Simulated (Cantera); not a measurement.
A perfectly stirred reactor is fed with H₂ : O₂ = 0.21 : 1 (molar parts), at 0.0267 bar; it is held at 973 K, and followed from long to short residence time.

Detailed kinetics in Cantera: the H2/O2 subset of GRI-Mech 3.0, which has no nitrogen chemistry. Radical loss at walls, strong at low pressure, is not modelled. The temperature is held fixed by assumption; the heat of reaction is taken as removed at once.

Problem. What does this change do: temperature 973 to 1375 K?

Solution. 
| quantity | before | after |
|---|---|---|
| x(H₂) at τ = 0.780 s | 0.00145 | 0.000354 |
| x(O₂) at τ = 0.780 s | 0.809 | 0.806 |
| x(H₂O₂) at τ = 0.780 s | 6.66e-7 | 1.54e-7 |
| x(O) at τ = 0.780 s | 0.000555 | 0.00241 |
| x(HO₂) at τ = 0.780 s | 1.36e-5 | 3.38e-6 |
| x(H₂) at τ = 9.20 ms | 0.0166 | 0.00504 |
| x(O₂) at τ = 9.20 ms | 0.802 | 0.768 |
| x(H₂O₂) at τ = 9.20 ms | 1.19e-6 | 4.14e-7 |
| x(O) at τ = 9.20 ms | 0.00673 | 0.0361 |
| x(HO₂) at τ = 9.20 ms | 3.10e-5 | 1.07e-5 |
